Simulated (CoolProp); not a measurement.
Vapour-liquid equilibrium of cyclopentane (1) + octamethylcyclotetrasiloxane (D4) (2) at 358.5 K; x and y are mole fractions of (1).

Model: multi-fluid Helmholtz-energy mixture model, Gedanitz 2015 and Thol 2015; pair parameters Bell 2016, in CoolProp.

```json
[
 {"x": "0.05", "bubble pressure, mixture model (MPa)": "0.01414", "bubble pressure, Raoult's law (MPa)": "0.01890", "y, mixture model": "0.686", "y, Raoult's law": "0.768"},
 {"x": "0.15", "bubble pressure, mixture model (MPa)": "0.03451", "bubble pressure, Raoult's law (MPa)": "0.04744", "y, mixture model": "[?]", "y, Raoult's law": "0.917"},
 {"x": "0.25", "bubble pressure, mixture model (MPa)": "0.05685", "bubble pressure, Raoult's law (MPa)": "0.07599", "y, mixture model": "0.936", "y, Raoult's law": "0.954"},
 {"x": "0.35", "bubble pressure, mixture model (MPa)": "0.08134", "bubble pressure, Raoult's law (MPa)": "0.1045", "y, mixture model": "[?]", "y, Raoult's law": "0.971"},
 {"x": "0.45", "bubble pressure, mixture model (MPa)": "0.1081", "bubble pressure, Raoult's law (MPa)": "0.1331", "y, mixture model": "[?]", "y, Raoult's law": "0.981"},
 {"x": "0.55", "bubble pressure, mixture model (MPa)": "0.1372", "bubble pressure, Raoult's law (MPa)": "0.1616", "y, mixture model": "0.984", "y, Raoult's law": "0.987"},
 {"x": "0.65", "bubble pressure, mixture model (MPa)": "[?]", "bubble pressure, Raoult's law (MPa)": "0.1902", "y, mixture model": "[?]", "y, Raoult's law": "0.991"},
 {"x": "0.75", "bubble pressure, mixture model (MPa)": "[?]", "bubble pressure, Raoult's law (MPa)": "0.2187", "y, mixture model": "0.994", "y, Raoult's law": "0.995"},
 {"x": "0.85", "bubble pressure, mixture model (MPa)": "[?]", "bubble pressure, Raoult's law (MPa)": "0.2473", "y, mixture model": "0.997", "y, Raoult's law": "0.997"},
 {"x": "0.95", "bubble pressure, mixture model (MPa)": "[?]", "bubble pressure, Raoult's law (MPa)": "0.2758", "y, mixture model": "0.999", "y, Raoult's law": "0.999"}
]
```

Question: What belongs in the gaps?

Answer: 
- 0.15, y, mixture model: 0.883
- 0.35, y, mixture model: 0.961
- 0.45, y, mixture model: 0.975
- 0.65, bubble pressure, mixture model (MPa): 0.1687
- 0.65, y, mixture model: 0.990
- 0.75, bubble pressure, mixture model (MPa): 0.2025
- 0.85, bubble pressure, mixture model (MPa): 0.2381
- 0.95, bubble pressure, mixture model (MPa): 0.2736

The largest gap from Raoult's law is -27.3 % in bubble pressure, at x = 0.15. No azeotrope shows between x = 0.05 and 0.95.

Pair parameters are fitted to limited data, so mixtures are less certain than the pure fluids.
